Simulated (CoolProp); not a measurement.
Computed with CoolProp (reference Helmholtz-energy equation of state, Lemmon 2006). It is a short technical equation, of lower accuracy than the large ones.

**Question.** Give the vapour pressure (MPa), liquid density (kg/m³), enthalpy of vaporisation (kJ/kg), vapour Z of saturated R142b at 327.8, 329.8 K.

**Answer.** 
| T (K) | p (MPa) | liquid density (kg/m³) | enthalpy of vaporisation (kJ/kg) | vapour Z |
|---|---|---|---|---|
| 327.8 | 0.768 | 1030 | 180 | 0.837 |
| 329.8 | 0.807 | 1020 | 178 | 0.831 |
